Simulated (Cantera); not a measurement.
Input: 1 mol TiO₂, 170 mol H₂, 0.061 mol H₂O, at 1148.15 K and 23.0 Pa.

Cantera equilibrium calculation (NASA polynomials, part measured and part estimated; ideal gas, pure solids and liquids). Candidate condensed phases: H₂O, Ti, TiO, TiO₂, Ti₂O₃, Ti₃O₅, Ti₄O₇; 12 gas species. Mutual solubility and eutectic melting of coexisting phases are not modelled. Condensed phases not in the tables: Magnéli phases beyond Ti₄O₇. Kinetics and transport are ignored.

Base state: H₂ 0.999, H₂O 0.000580 (mole fractions); condensed: TiO₂(rutile) + Ti₄O₇(s).

### Question
What changes in the equilibrium state with this change: temperature from 1148.15 K to 2150 K?

### Answer
| species | before | after |
|---|---|---|
| H₂ | 0.999 | 0.750 |
| H | 4.74e-6 | 0.241 |
| H₂O | 0.000580 | 0.00421 |
| TiO | <1e-9 | 0.00404 |
| TiO₂ | <1e-9 | 0.00107 |
| OH | <1e-9 | 0.000174 |
| O | <1e-9 | 3.95e-5 |
| Ti | <1e-9 | 3.12e-5 |
| TiO₂(rutile), mol | 0.849 | 0 |
| Ti₄O₇(s), mol | 0.0377 | 0 |
